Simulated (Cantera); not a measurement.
**V₂O₅ + H₂ + N₂ (hydrogen reduction and annealing atmospheres)**

Feed: 1 mol V₂O₅, 6.4 mol H₂, 70 mol N₂, held at 17.0 Pa.

These are equilibrium values from Cantera (NASA tables, ideal gas, pure condensed phases), not measurements of a reactor. Candidate condensed phases: H₂O, V, VN, VO, V₂O₃, V₂O₄, V₂O₅; 28 gas species. Condensed phases not in the tables: the oxides between V₂O₃ and V₂O₅ other than VO₂. Kinetics and transport are ignored.

| T (°C) | x N₂ | x H₂ | x H₂O | x VO₂ | x H | x VO | x OH | x O | n V₂O₃(s) |
|---|---|---|---|---|---|---|---|---|---|
| 1250 | 0.916 | 0.0574 | 0.0261 | 4.51e-5 | 0.000425 | 5.67e-8 | 5.96e-6 | 3.79e-8 | 0.998 |
| 1300 | 0.916 | 0.0573 | 0.0261 | 0.000148 | 0.000746 | 2.45e-7 | 1.23e-5 | 1.34e-7 | 0.994 |
| 1350 | 0.915 | 0.0571 | 0.0259 | 0.000451 | 0.00127 | 9.62e-7 | 2.40e-5 | 4.39e-7 | 0.983 |
| 1400 | 0.914 | 0.0571 | 0.0254 | 0.00127 | 0.00209 | 3.50e-6 | 4.47e-5 | 1.32e-6 | 0.951 |
| 1450 | 0.912 | 0.0573 | 0.0243 | 0.00330 | 0.00335 | 1.20e-5 | 7.79e-5 | 3.61e-6 | 0.873 |
| 1500 | 0.907 | 0.0583 | 0.0219 | 0.00780 | 0.00527 | 3.94e-5 | 0.000123 | 8.64e-6 | 0.697 |
| 1550 | 0.897 | 0.0605 | 0.0174 | 0.0163 | 0.00817 | 0.000131 | 0.000163 | 1.70e-5 | 0.361 |
| 1600 | 0.887 | 0.0621 | 0.0128 | 0.0250 | 0.0123 | 0.000340 | 0.000197 | 2.96e-5 | 0 |
| 1650 | 0.885 | 0.0593 | 0.0126 | 0.0249 | 0.0176 | 0.000392 | 0.000321 | 7.12e-5 | 0 |
x: gas mole fraction; n: condensed amount in mol.

From 1250 °C to 1550 °C the condensed part is V₂O₃(s). From 1600 °C to 1650 °C nothing is condensed. The main V-bearing gas is VO₂ throughout.
